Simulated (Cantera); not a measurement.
Aluminium and copper etching: Al + HCl

Charge: 1 mol Al, 3.2 mol HCl, equilibrated at 0.100 bar.

These are equilibrium values from Cantera (NASA tables, ideal gas, pure condensed phases), not measurements of a reactor. Candidate condensed phases: Al, AlCl3; 12 gas species. The tables' values for AlCl2 are old estimates; treat these amounts as uncertain. Kinetics and transport are ignored.

From 473 K to 1473 K nothing is condensed. The main Al-bearing gas is Al2Cl6 at 473 K and AlCl3 at 1473 K.

```
T (K)   x H2  x AlCl3  x Al2Cl6   x HCl   x AlCl2    x AlCl       x H
-----  -----  -------  --------  ------  --------  --------  --------
473    0.681  0.00149     0.226  0.0908    <1e-12    <1e-12    <1e-12
573    0.674   0.0221     0.214  0.0899    <1e-12    <1e-12    <1e-12
673    0.640    0.124     0.151  0.0853  1.14e-11    <1e-12    <1e-12
773    0.584    0.287    0.0512  0.0779   3.45e-9    <1e-12  2.19e-12
873    0.561    0.355   0.00956  0.0748   1.77e-7  4.32e-11  1.11e-10
973    0.557    0.367   0.00197  0.0742   3.44e-6   5.63e-9   2.55e-9
1073   0.556    0.369  0.000532  0.0741   3.72e-5   2.84e-7   3.30e-8
1173   0.555    0.370  0.000181  0.0744  0.000265   7.21e-6   2.78e-7
1273   0.554    0.369   7.33e-5  0.0756   0.00135  0.000105   1.68e-6
1373   0.550    0.363   3.34e-5  0.0807   0.00504  0.000918   7.81e-6
1473   0.538    0.348   1.62e-5  0.0957    0.0135   0.00451   2.93e-5
```
x: gas mole fraction; nothing condenses.
